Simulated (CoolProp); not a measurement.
A Linde-Hampson liquefier for methane: isothermal reversible compression at 250 K from 1 atm to 5 MPa, throttling to 1 atm, return gas leaving the recuperator 10 K below the feed. Each further row changes one setting.

Model: reference Helmholtz-energy equation of state, Setzmann 1991, in CoolProp.

| case | liquid yield per pass | compression work (kJ/kg of gas) |
|---|---|---|
| as stated | (withheld) | 485 |
| high pressure 10 MPa | (withheld) | 553 |
| warm-end temperature 280 K | 0.041 | (withheld) |
| warm-end gap 15 K | (withheld) | 485 |

**Question.** Complete the blanks.

**Answer.** 
- as stated, liquid yield per pass: 0.065
- high pressure 10 MPa, liquid yield per pass: 0.177
- warm-end temperature 280 K, compression work (kJ/kg of gas): 551
- warm-end gap 15 K, liquid yield per pass: 0.052
